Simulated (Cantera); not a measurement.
Cantera run, input and output.

```python
import numpy as np
import cantera as ct

gas = ct.Solution("gri30.yaml")
gas.TPX = 1850, 101325, {'CH4': 1, 'H2O': 0.58}
reactor = ct.IdealGasConstPressureReactor(gas, energy="off", clone=False)
net = ct.ReactorNet([reactor])
net.rtol, net.atol = 1e-08, 1e-18
show = ['CH4', 'H2O', 'O', 'OH', 'CH2CO']
times = np.geomspace(2e-05, 6, 15)

steps = ct.SolutionArray(gas, extra=["t"])
rows = []
print(f"{'t/s':>10s}{'T/K':>9s}{'P/Pa':>11s}" + "".join(f"{s:>11s}" for s in show))
for t in times:
    while net.time < t:
        t_next = net.step()
        steps.append(gas.state, t=t_next)
    rows.append([np.interp(t, steps.t, y) for y in (steps.T, steps.P, *steps(*show).X.T)])
    print(f"{t:10.3e}{rows[-1][0]:9.1f}{rows[-1][1]:11.4g}" + "".join(f"{x:11.3e}" for x in rows[-1][2:]))
rate = np.gradient(steps.T, steps.t)
print("integrator steps:", len(steps.t))
if steps.T.max() > steps.T[0] + 200:
    print(f"time of steepest temperature rise: {steps.t[rate.argmax()]:.4e} s")
gas.TPX = 1850, 101325, {'CH4': 1, 'H2O': 0.58}
gas.equilibrate("TP")
print(f"equilibrium (TP): T = {gas.T:.1f} K  " + "  ".join(f"{s} {gas[s].X[0]:.3e}" for s in show))
```

Output:

```
       t/s      T/K       P/Pa        CH4        H2O          O         OH      CH2CO
 2.000e-05   1850.0  1.013e+05  6.228e-01  3.659e-01  2.612e-09  1.008e-05  1.079e-09
 4.923e-05   1850.0  1.013e+05  5.985e-01  3.629e-01  6.236e-09  1.597e-05  1.020e-07
 1.212e-04   1850.0  1.013e+05  5.164e-01  3.486e-01  8.305e-09  1.924e-05  5.123e-06
 2.983e-04   1850.0  1.013e+05  3.771e-01  3.149e-01  4.918e-09  1.615e-05  4.564e-05
 7.344e-04   1850.0  1.013e+05  2.432e-01  2.789e-01  2.996e-09  1.369e-05  8.504e-05
 1.808e-03   1850.0  1.013e+05  1.377e-01  2.495e-01  2.231e-09  1.232e-05  9.641e-05
 4.450e-03   1850.0  1.013e+05  6.942e-02  2.238e-01  1.927e-09  1.142e-05  9.489e-05
 1.095e-02   1850.0  1.013e+05  3.638e-02  1.943e-01  1.772e-09  1.021e-05  8.156e-05
 2.697e-02   1850.0  1.013e+05  2.510e-02  1.520e-01  1.479e-09  7.870e-06  5.625e-05
 6.638e-02   1850.0  1.013e+05  1.927e-02  9.806e-02  1.023e-09  4.860e-06  2.911e-05
 1.634e-01   1850.0  1.013e+05  1.341e-02  4.690e-02  5.339e-10  2.234e-06  1.086e-05
 4.022e-01   1850.0  1.013e+05  8.797e-03  1.319e-02  1.611e-10  6.129e-07  2.693e-06
 9.902e-01   1850.0  1.013e+05  6.760e-03  1.060e-03  1.331e-11  4.881e-08  4.742e-07
 2.437e+00   1850.0  1.013e+05  6.561e-03  4.580e-06  7.366e-14  2.109e-10  2.981e-07
 6.000e+00   1850.0  1.013e+05  6.560e-03  1.708e-06  3.756e-14  7.876e-11  2.976e-07
integrator steps: 1783
equilibrium (TP): T = 1850.0 K  CH4 6.560e-03  H2O 1.718e-06  O 3.770e-14  OH 7.920e-11  CH2CO 2.977e-07
```

Computed with Cantera and GRI-Mech 3.0 (53 species, 325 reactions). GRI-Mech 3.0 stops at C3 and has no aromatics, soot or wall deposition, so with more carbon than oxygen in the feed, carbon stays in small species such as C2H2 where larger ones or solid carbon would form.
